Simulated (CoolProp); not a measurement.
The numbers come from the reference Helmholtz-energy equation of state, Lemmon 2009 in CoolProp.

For propane, give the phase and the cp (kJ/(kg K)), cv (kJ/(kg K)), speed of sound (m/s), conductivity (mW/(m K)) at 357.5 K and 0.0545 MPa; 370.1 K and 0.241 MPa.


- 357.5 K and 0.0545 MPa: gas; cp 1.94, cv 1.74, speed of sound 272, conductivity 25.3
- 370.1 K and 0.241 MPa: gas; cp 2.01, cv 1.81, speed of sound 273, conductivity 27.1

Thermal conductivity comes from a separate model (Marsh 2002).
